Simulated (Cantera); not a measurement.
A Cantera script and what it prints.

```python
import numpy as np
import cantera as ct

gas_names = [...]  # 109 gases of nasa_gas.yaml made of C, Cl, H, Si
cond_names = """
    C(gr) C6H6(L) C7H8(L) C8H18(L),n-octa Si(cr) Si(L) SiC(b)
""".split()


# ... load() reads the species with a 1 bar reference pressure and builds the phases ...
atoms = {
    'SiCl4': {'Si': 1, 'CL': 4},
    'C2H2': {'C': 2, 'H': 2},
    'H2': {'H': 2},
}
top_T = {'C(gr)': 4500, 'SiC(b)': 3050}  # K; cautious upper limits of use, not melting points


# ... equilibrate(T, P, feed) seeds the gas with the atoms and calls Mixture.equilibrate('TP', solver="vcs", rtol=1e-11, max_steps=5000) ...
results = []
feed = {'SiCl4': 1, 'C2H2': 0.013, 'H2': 170}  # mol
P = 140  # Pa
for T in [1148, 1298, 1448, 1598, 1748, 1898, 2048, 2198, 2348, 2498]:
    mix = equilibrate(T, P, feed)
    results.append((T, P, feed, dict(zip(mix.species_names, mix.species_moles))))

top = {s: max(r[3][s] / sum(r[3][g] for g in gas_names) for r in results) for s in gas_names}
cols = sorted((s for s in top if top[s] > 0.0001), key=lambda s: -top[s])[:7]
seen = [c for c in cond_names if any(r[3].get(c, 0) > 1e-12 for r in results)]
print("log10 of partial pressures in bar; condensed amounts in mol")
print(f"{'T/K':>10s}" + "".join(f"{s[:9]:>10s}" for s in cols + seen))
for T, P, feed, n in results:
    ng = sum(n[g] for g in gas_names)
    print(f"{T:10.4g}" + "".join(f"{np.log10(max(n[s] / ng * P / 1e5, 1e-99)):10.3f}" for s in cols)
          + "".join(f"{n.get(c, 0):10.4g}" for c in seen))
```

Output:

```
log10 of partial pressures in bar; condensed amounts in mol
       T/K        H2         H       HCL        CL        Si     SiCL2      SiCL    Si(cr)     Si(L)    SiC(b)
      1148    -2.864    -8.577    -4.531   -10.299   -12.739    -5.857   -11.276    0.7905         0   0.02599
      1298    -2.864    -7.402    -4.535    -9.147   -10.391    -5.781    -9.768    0.7683         0   0.02599
      1448    -2.864    -6.467    -4.541    -8.233    -8.534    -5.729    -8.581    0.7433         0     0.026
      1598    -2.864    -5.706    -4.547    -7.490    -7.029    -5.692    -7.621    0.7076         0   0.02596
      1748    -2.867    -5.074    -4.549    -6.870    -5.837    -5.709    -6.878         0    0.5206   0.02455
      1898    -2.875    -4.544    -4.530    -6.321    -5.204    -6.044    -6.598         0         0   0.01158
      2048    -2.892    -4.096    -4.528    -5.863    -5.141    -6.829    -6.848         0         0         0
      2198    -2.931    -3.720    -4.571    -5.498    -5.138    -7.622    -7.148         0         0         0
      2348    -3.009    -3.413    -4.664    -5.213    -5.166    -8.411    -7.474         0         0         0
      2498    -3.151    -3.179    -4.830    -5.009    -5.216    -9.227    -7.835         0         0         0
```

Equilibrium computed with Cantera from the NASA thermochemical tables; the gas is ideal and each condensed phase is pure. Mutual solubility and eutectic melting of coexisting phases are not modelled. The tables' values for SiCl, SiCl3 are old estimates; treat these amounts as uncertain. Gases not in the tables: Si2H6 and higher silanes.
